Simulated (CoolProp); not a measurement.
Properties of nitrogen along the isobar 4740 kPa.

Values from CoolProp's reference Helmholtz-energy equation of state, Span 2000.

```
T (K)          phase  speed of sound (m/s)  Joule-Thomson coefficient (K/MPa)  expansivity (1/kK)  viscosity (µPa s)  conductivity (mW/(m K))
-----  -------------  --------------------  ---------------------------------  ------------------  -----------------  -----------------------
95            liquid                 720.4                            -0.2331               6.746               96.7                      117
144.8  supercritical                 216.7                              6.466               28.56               13.7                     25.0
194.6  supercritical                 281.5                              4.118               7.708               14.2                     22.0
244.4  supercritical                 324.3                              2.704               4.970               16.3                     24.6
294.2  supercritical                 359.0                              1.848               3.783               18.4                     27.7
344    supercritical                 389.3                              1.274               3.094               20.5                     30.8
393.8  supercritical                 416.5                             0.8604               2.634               22.5                     33.9
443.6  supercritical                 441.4                             0.5497               2.302               24.4                     36.9
```

Viscosity comes from a separate model (Lemmon 2004). Thermal conductivity comes from a separate model (Lemmon 2004).
